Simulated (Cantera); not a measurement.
A freely propagating, adiabatic, planar premixed flame of H2 : O2 : N2 = 1 : 0.455 : 1.6 (molar parts), unburnt at 400 K and 4.93 atm; mixture-averaged transport, grid criteria slope 0.08 and curve 0.16, no radiation.

Model: the H2/O2 subset of GRI-Mech 3.0, which has no nitrogen chemistry, integrated in Cantera. The hydrogen kinetics of GRI-Mech 3.0 are dated; newer H2 mechanisms differ, most at raised pressure. Burning velocities carry a grid error of a few per cent, more on coarse grids.

x: mole fraction of selected species; z is measured from the peak of heat release.

| z (mm) | T (K) | u (m/s) | x H2 | x O2 | x HO2 | x H2O2 | x O | x H |
|---|---|---|---|---|---|---|---|---|
| -0.149 | 400 | 4.04 | 0.327 | 0.149 | <1e-8 | <1e-8 | <1e-8 | <1e-8 |
| -0.0996 | 400 | 4.04 | 0.327 | 0.149 | <1e-8 | <1e-8 | <1e-8 | <1e-8 |
| -0.0747 | 400 | 4.04 | 0.327 | 0.149 | 2.49e-8 | <1e-8 | <1e-8 | <1e-8 |
| -0.0498 | 401 | 4.04 | 0.326 | 0.149 | 7.04e-7 | 6.45e-8 | ? | <1e-8 |
| -0.0249 | 443 | 4.37 | 0.309 | 0.152 | 0.000206 | 1.84e-5 | ? | 1.65e-6 |
| -0.0124 | 758 | 7.16 | 0.260 | 0.147 | 0.00112 | 0.000140 | ? | 0.00151 |
| 0 | 1276 | 11.7 | 0.180 | 0.113 | 0.000464 | 5.28e-5 | ? | 0.0140 |
| 0.0124 | 1642 | 14.8 | 0.108 | 0.0632 | 0.000210 | 6.28e-6 | ? | 0.0290 |
| 0.0249 | 1845 | 16.6 | 0.0720 | 0.0336 | 9.79e-5 | 3.44e-6 | ? | 0.0336 |
| 0.0498 | 2040 | 18.2 | 0.0552 | 0.0173 | 4.14e-5 | 1.98e-6 | ? | 0.0282 |
| 0.0996 | 2211 | 19.5 | 0.0499 | 0.0117 | 2.17e-5 | 1.23e-6 | ? | 0.0188 |
| 0.199 | 2351 | 20.5 | 0.0447 | 0.00777 | 1.11e-5 | 8.39e-7 | ? | 0.0114 |
| 0.398 | 2452 | 21.2 | 0.0394 | 0.00479 | 5.40e-6 | 5.80e-7 | ? | 0.00681 |

**Question.** Fill in the missing entries.

**Answer.** 
- -0.0498, x O: 3.34e-8
- -0.0249, x O: 3.33e-6
- -0.0124, x O: 0.000196
- 0, x O: 0.00236
- 0.0124, x O: 0.00578
- 0.0249, x O: 0.00699
- 0.0498, x O: 0.00636
- 0.0996, x O: 0.00427
- 0.199, x O: 0.00243
- 0.398, x O: 0.00128
